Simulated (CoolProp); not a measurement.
Properties of isopentane along the isotherm 232.2 K (Tc = 460.3 K, pc = 3378 kPa, ω = 0.227).

Computed with CoolProp (reference Helmholtz-energy equation of state, Lemmon 2006). It is a short technical equation, of lower accuracy than the large ones.

| p (kPa) | phase | density (kg/m³) | cp (kJ/(kg K)) | isothermal compressibility (1/MPa) | expansivity (1/kK) | conductivity (mW/(m K)) |
|---|---|---|---|---|---|---|
| 53.4 | liquid | 678.1 | 1.969 | 0.001207 | 1.349 | 124 |
| 101 | liquid | 678.2 | 1.969 | 0.001206 | 1.349 | 124 |
| 192 | liquid | 678.2 | 1.969 | 0.001205 | 1.348 | 124 |
| 364 | liquid | 678.4 | 1.969 | 0.001202 | 1.346 | 124 |
| 690 | liquid | 678.6 | 1.968 | 0.001197 | 1.342 | 124 |
| 1310 | liquid | 679.1 | 1.967 | 0.001188 | 1.336 | 125 |
| 2480 | liquid | 680.1 | 1.965 | 0.001170 | 1.323 | 125 |
| 4700 | liquid | 681.8 | 1.962 | 0.001139 | 1.301 | 126 |
| 8910 | liquid | 685.0 | 1.957 | 0.001084 | 1.262 | 128 |
| 16900 | liquid | 690.7 | 1.948 | 0.0009953 | 1.197 | 132 |

Thermal conductivity comes from a separate model (Vassiliou 2015).
